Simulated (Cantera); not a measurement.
A Cantera script and its output.

```python
import numpy as np
import cantera as ct

gas = ct.Solution("gri30.yaml")
gas.TPX = 1850, 101325, {'NO': 1, 'N2': 16}
reactor = ct.IdealGasConstPressureReactor(gas, energy="off", clone=False)
net = ct.ReactorNet([reactor])
net.rtol, net.atol = 1e-08, 1e-18
show = ['NO', 'NO2', 'O2', 'O', 'N2', 'N2O']
times = np.geomspace(1e-05, 3, 13)

steps = ct.SolutionArray(gas, extra=["t"])
rows = []
print(f"{'t/s':>10s}{'T/K':>9s}{'P/Pa':>11s}" + "".join(f"{s:>11s}" for s in show))
for t in times:
    while net.time < t:
        t_next = net.step()
        steps.append(gas.state, t=t_next)
    rows.append([np.interp(t, steps.t, y) for y in (steps.T, steps.P, *steps(*show).X.T)])
    print(f"{t:10.3e}{rows[-1][0]:9.1f}{rows[-1][1]:11.4g}" + "".join(f"{x:11.3e}" for x in rows[-1][2:]))
rate = np.gradient(steps.T, steps.t)
print("integrator steps:", len(steps.t))
if steps.T.max() > steps.T[0] + 200:
    print(f"time of steepest temperature rise: {steps.t[rate.argmax()]:.4e} s")
gas.TPX = 1850, 101325, {'NO': 1, 'N2': 16}
gas.equilibrate("TP")
print(f"equilibrium (TP): T = {gas.T:.1f} K  " + "  ".join(f"{s} {gas[s].X[0]:.3e}" for s in show))
```

Result:

```
       t/s      T/K       P/Pa         NO        NO2         O2          O         N2        N2O
 1.000e-05   1850.0  1.013e+05  5.882e-02  4.064e-10  2.543e-12  1.219e-08  9.412e-01  1.250e-08
 2.860e-05   1850.0  1.013e+05  5.882e-02  3.132e-09  2.017e-11  3.318e-08  9.412e-01  3.547e-08
 8.182e-05   1850.0  1.013e+05  5.882e-02  2.173e-08  1.523e-10  8.428e-08  9.412e-01  9.931e-08
 2.340e-04   1850.0  1.013e+05  5.882e-02  1.220e-07  1.099e-09  1.979e-07  9.412e-01  2.673e-07
 6.694e-04   1850.0  1.013e+05  5.882e-02  5.271e-07  8.818e-09  5.026e-07  9.412e-01  6.472e-07
 1.915e-03   1850.0  1.013e+05  5.882e-02  1.985e-06  1.066e-07  1.507e-06  9.412e-01  1.215e-06
 5.477e-03   1850.0  1.013e+05  5.880e-02  5.726e-06  1.727e-06  3.982e-06  9.412e-01  1.523e-06
 1.567e-02   1850.0  1.013e+05  5.877e-02  8.141e-06  1.462e-05  5.559e-06  9.412e-01  1.544e-06
 4.481e-02   1850.0  1.013e+05  5.868e-02  8.409e-06  5.756e-05  5.743e-06  9.412e-01  1.540e-06
 1.282e-01   1850.0  1.013e+05  5.844e-02  8.948e-06  1.808e-04  6.124e-06  9.414e-01  1.528e-06
 3.667e-01   1850.0  1.013e+05  5.772e-02  1.030e-05  5.349e-04  7.102e-06  9.417e-01  1.494e-06
 1.049e+00   1850.0  1.013e+05  5.569e-02  1.317e-05  1.549e-03  9.347e-06  9.427e-01  1.397e-06
 3.000e+00   1850.0  1.013e+05  5.007e-02  1.755e-05  4.351e-03  1.375e-05  9.455e-01  1.149e-06
integrator steps: 531
equilibrium (TP): T = 1850.0 K  NO 2.008e-03  NO2 1.681e-06  O2 2.839e-02  O 3.247e-05  N2 9.696e-01  N2O 1.280e-07
```

Model: GRI-Mech 3.0 (53 species, 325 reactions), integrated in Cantera.
